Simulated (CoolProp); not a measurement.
Properties of n-hexane along the isotherm 326.85 °C.

Model: reference Helmholtz-energy equation of state, Thol 2019, in CoolProp.

```json
[
 {"p (MPa)": "2.03", "phase": "gas", "cp (kJ/(kg K))": "[?]", "speed of sound (m/s)": "214.5", "isothermal compressibility (1/MPa)": "0.5735", "viscosity (µPa s)": "14.6", "conductivity (mW/(m K))": "49.6"},
 {"p (MPa)": "4.06", "phase": "supercritical", "cp (kJ/(kg K))": "3.308", "speed of sound (m/s)": "184.5", "isothermal compressibility (1/MPa)": "0.3472", "viscosity (µPa s)": "18.4", "conductivity (mW/(m K))": "54.5"},
 {"p (MPa)": "6.09", "phase": "supercritical", "cp (kJ/(kg K))": "3.763", "speed of sound (m/s)": "[?]", "isothermal compressibility (1/MPa)": "0.2452", "viscosity (µPa s)": "24.6", "conductivity (mW/(m K))": "64.4"},
 {"p (MPa)": "8.12", "phase": "supercritical", "cp (kJ/(kg K))": "3.833", "speed of sound (m/s)": "202.8", "isothermal compressibility (1/MPa)": "0.1245", "viscosity (µPa s)": "[?]", "conductivity (mW/(m K))": "72.6"},
 {"p (MPa)": "10.1", "phase": "supercritical", "cp (kJ/(kg K))": "3.687", "speed of sound (m/s)": "251.7", "isothermal compressibility (1/MPa)": "0.06529", "viscosity (µPa s)": "40.4", "conductivity (mW/(m K))": "76.9"},
 {"p (MPa)": "12.2", "phase": "supercritical", "cp (kJ/(kg K))": "3.570", "speed of sound (m/s)": "301.2", "isothermal compressibility (1/MPa)": "0.03982", "viscosity (µPa s)": "46.6", "conductivity (mW/(m K))": "80.0"},
 {"p (MPa)": "14.2", "phase": "supercritical", "cp (kJ/(kg K))": "3.497", "speed of sound (m/s)": "343.1", "isothermal compressibility (1/MPa)": "0.02815", "viscosity (µPa s)": "[?]", "conductivity (mW/(m K))": "82.4"},
 {"p (MPa)": "16.2", "phase": "supercritical", "cp (kJ/(kg K))": "[?]", "speed of sound (m/s)": "380.8", "isothermal compressibility (1/MPa)": "[?]", "viscosity (µPa s)": "55.8", "conductivity (mW/(m K))": "84.4"},
 {"p (MPa)": "18.3", "phase": "supercritical", "cp (kJ/(kg K))": "3.406", "speed of sound (m/s)": "416.7", "isothermal compressibility (1/MPa)": "0.01703", "viscosity (µPa s)": "59.9", "conductivity (mW/(m K))": "86.3"},
 {"p (MPa)": "20.3", "phase": "supercritical", "cp (kJ/(kg K))": "3.377", "speed of sound (m/s)": "448.0", "isothermal compressibility (1/MPa)": "0.01417", "viscosity (µPa s)": "63.4", "conductivity (mW/(m K))": "87.9"},
 {"p (MPa)": "22.3", "phase": "supercritical", "cp (kJ/(kg K))": "3.355", "speed of sound (m/s)": "477.0", "isothermal compressibility (1/MPa)": "[?]", "viscosity (µPa s)": "66.7", "conductivity (mW/(m K))": "89.5"},
 {"p (MPa)": "24.4", "phase": "supercritical", "cp (kJ/(kg K))": "3.335", "speed of sound (m/s)": "505.5", "isothermal compressibility (1/MPa)": "0.01045", "viscosity (µPa s)": "69.9", "conductivity (mW/(m K))": "91.0"},
 {"p (MPa)": "26.4", "phase": "supercritical", "cp (kJ/(kg K))": "3.320", "speed of sound (m/s)": "531.0", "isothermal compressibility (1/MPa)": "0.009247", "viscosity (µPa s)": "72.8", "conductivity (mW/(m K))": "92.3"},
 {"p (MPa)": "28.4", "phase": "supercritical", "cp (kJ/(kg K))": "3.307", "speed of sound (m/s)": "555.1", "isothermal compressibility (1/MPa)": "0.008281", "viscosity (µPa s)": "75.6", "conductivity (mW/(m K))": "93.6"},
 {"p (MPa)": "30.4", "phase": "supercritical", "cp (kJ/(kg K))": "3.296", "speed of sound (m/s)": "578.0", "isothermal compressibility (1/MPa)": "0.007493", "viscosity (µPa s)": "78.3", "conductivity (mW/(m K))": "94.9"}
]
```

**Question.** Complete the blanks.

**Answer.** 
- 2.03, cp (kJ/(kg K)): 3.022
- 6.09, speed of sound (m/s): 172.1
- 8.12, viscosity (µPa s): 33.1
- 14.2, viscosity (µPa s): 51.5
- 16.2, cp (kJ/(kg K)): 3.446
- 16.2, isothermal compressibility (1/MPa): 0.02146
- 22.3, isothermal compressibility (1/MPa): 0.01209

Viscosity comes from a separate model (Michailidou 2013). Thermal conductivity comes from a separate model (Assael 2013).
